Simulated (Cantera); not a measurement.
An isothermal, constant-pressure homogeneous reactor starts with CH₃OH : O₂ : N₂ = 0.014 : 0.0031 : 1 (molar parts), equivalence ratio 6.8, at 1600 K and 10.0 bar. Integrator tolerance rtol = 1e-08.

Computed with Cantera and GRI-Mech 3.0 (53 species, 325 reactions). GRI-Mech 3.0 was tuned for natural gas; its chemistry of methanol as a main component is partial and can be far from experiment.

### Question
What does this change do: O2 0.0031 to 0.0011 parts?

### Answer
```csv
quantity,before,after
x(CH₃OH) at 3.00 s,3.64e-10 (gas-phase equilibrium <1e-12),2.14e-10 (gas-phase equilibrium <1e-12)
x(O₂) at 3.00 s,<1e-12 (gas-phase equilibrium <1e-12),<1e-12 (gas-phase equilibrium <1e-12)
x(H₂O₂) at 3.00 s,<1e-12 (gas-phase equilibrium <1e-12),<1e-12 (gas-phase equilibrium <1e-12)
x(NO) at 3.00 s,5.81e-10 (gas-phase equilibrium 2.26e-9),7.50e-11 (gas-phase equilibrium 7.09e-10)
x(CO₂) at 3.00 s,0.000964 (gas-phase equilibrium 0.000950),0.000339 (gas-phase equilibrium 0.000313)
x(CO) at 3.00 s,0.0124 (gas-phase equilibrium 0.0125),0.0129 (gas-phase equilibrium 0.0131)
x(HO₂) at 3.00 s,<1e-12 (gas-phase equilibrium <1e-12),<1e-12 (gas-phase equilibrium <1e-12)
```
